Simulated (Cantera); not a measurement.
Mixture: CO : H2 : CH4 : O2 : N2 : H2O = 1 : 0.034 : 1.3 : 4.52 : 17 : 0.52 (molar parts), equivalence ratio 0.69, at 10.0 bar, adiabatic and at constant pressure. Ignition delay is the time to a rise of 400 K.

Computed with Cantera and GRI-Mech 3.0 (53 species, 325 reactions). Below about 1000 K GRI-Mech 3.0 lacks low-temperature oxidation paths.

Predict: delay at 975 K; delay at 1075 K; delay at 1175 K; delay at 1275 K; delay at 1375 K; apparent activation energy between 1325 and 1425 K.


- delay at 975 K: 0.149 s
- delay at 1075 K: 26.0 ms
- delay at 1175 K: 5.95 ms
- delay at 1275 K: 1.66 ms
- delay at 1375 K: 0.537 ms
- apparent activation energy between 1325 and 1425 K: 170 kJ/mol
